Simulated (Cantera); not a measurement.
A closed system holds: 1 mol C6H6, 2 mol H2O, 0.93 mol N2, 91 mol H2, held at 0.133 bar.

These are equilibrium values from Cantera (NASA tables, ideal gas, pure condensed phases), not measurements of a reactor. Candidate condensed phases: C, C6H6, C7H8, C8H18, H2O; 169 gas species. Ions and electrons are included (thermal ionisation). Equilibrium is a limit: real reactors are often held back by kinetics, nucleation or transport.

Problem. What share of the C ends up in condensed phases as a function of T (°C), at 1727, 2227, 2727, 3227, 3727, 4227, 4727?

Solution. 
```tsv
T (°C)	C condensed (%)	as
1727	61.8	C(graphite)
2227	23.1	C(graphite)
2727	0.0	-
3227	0.0	-
3727	0.0	-
4227	0.0	-
4727	0.0	-
```
